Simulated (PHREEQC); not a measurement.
Consider water at 42 °C with 0.003 mol/kgw KBr, 0.0067 mol/kgw NaHCO3, 0.0056 mol/kgw K2SO4 and 6.7e-05 mol/kgw NH4Cl. Closed to the air; pH follows from the charge balance.

Model: ion-association model, wateq4f.dat, run in PHREEQC.

No solid was allowed to form.

Q: What pH does the model give?

A: pH 8.06.

Q: In which forms is K present?

A: K+ 98 %, KSO4- 2.5 % of the K.

Away from 25 °C the constants follow the database's enthalpies or fits; those with neither stay at their 25 °C values.
